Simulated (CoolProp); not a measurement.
Vapour-liquid equilibrium of propane (1) + cyclohexane (2) at 297.9 K; x and y are mole fractions of (1).

Model: multi-fluid Helmholtz-energy mixture model, Lemmon 2009 and Zhou 2014; pair parameters Bell 2016, in CoolProp.

### Question
Give the bubble pressure and the first vapour's composition at x = 0.5, 0.65, 0.8. Is there an azeotrope?

### Answer
x = 0.5: 0.5068 MPa, y = 0.982; x = 0.65: 0.6296 MPa, y = 0.988; x = 0.8: 0.7526 MPa, y = 0.993. No azeotrope shows between x = 0.05 and 0.95.

Pair parameters are fitted to limited data, so mixtures are less certain than the pure fluids. The gap from Raoult's law changes sign with composition, which may be real or a fault of the pair parameters; it wasn't checked against measurements.
